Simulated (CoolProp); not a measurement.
Model: reference Helmholtz-energy equation of state, Schmidt 1985, in CoolProp.

For oxygen, give the phase and the density (kg/m³), conductivity (mW/(m K)) at 159.5 K and 1680 kPa; 159.5 K and 5050 kPa.


- 159.5 K and 1680 kPa: gas; density 45.5, conductivity 16.3
- 159.5 K and 5050 kPa: supercritical; density 216, conductivity 27.2

Thermal conductivity comes from a separate model (Lemmon 2004).
